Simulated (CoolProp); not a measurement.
Saturation properties of ethylene.

Computed with CoolProp (reference Helmholtz-energy equation of state, Smukala 2000).

```csv
T (K),p (MPa),liquid density (kg/m³),vapour density (kg/m³),liquid cp (kJ/(kg K)),surface tension (mN/m)
201.1,0.4764,519.4,8.864,2.535,11.1
206.8,0.5961,510.0,10.99,2.575,10.2
212.4,0.7340,500.3,13.44,2.622,9.32
218.1,0.8969,490.2,16.37,2.679,8.44
223.7,1.081,479.7,19.73,2.746,7.59
229.4,1.295,468.6,23.73,2.830,6.73
235.1,1.539,456.8,28.40,2.933,5.89
240.7,1.808,444.5,33.79,3.061,5.08
```

It boils at 169.4 K under 1 atm.

Surface tension comes from a separate correlation (Mulero 2012).
